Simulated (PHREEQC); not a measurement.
Solution (25 °C): 0.0037 mol CaSO4 and 5.5e-06 mol H4SiO4 per kg of water. Closed to the air; pH follows from the charge balance.

Model: ion-association model, phreeqc.dat, run in PHREEQC.

This is a speciation only: nothing precipitates in the calculation.

Task: Predict the pH, ionic strength.

Result: pH 7.01; ionic strength 0.0121 mol/kgw.

Task: In which forms is S present?

Result: SO4-2 82 %, CaSO4 18 % of the S.

Species that the database lacks are ignored.
